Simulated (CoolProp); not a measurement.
Saturation properties of chlorine.

The numbers come from the reference Helmholtz-energy equation of state, Thol 2021 in CoolProp.

```tsv
T (°C)	p (MPa)	liquid density (kg/m³)	vapour density (kg/m³)	enthalpy of vaporisation (kJ/kg)
-23.55	0.1568	1535	5.559	280.9
-9.45	0.2667	1495	9.100	272.2
4.75	0.4289	1454	14.18	262.8
18.85	0.6541	___	21.12	252.7
32.95	0.9567	1368	30.40	241.5
47.15	1.354	___	42.67	___
61.25	1.853	1272	58.46	215.4
75.45	2.476	1218	79.02	199.8
89.55	3.227	1158	105.5	182.1
103.65	4.125	1091	140.7	161.5
117.85	5.192	___	190.0	135.9
```

Fill in the missing entries.


- 18.85, liquid density (kg/m³): 1412
- 47.15, liquid density (kg/m³): 1321
- 47.15, enthalpy of vaporisation (kJ/kg): 229.1
- 117.85, liquid density (kg/m³): 1009

It boils at -34.0 °C under 1 atm.
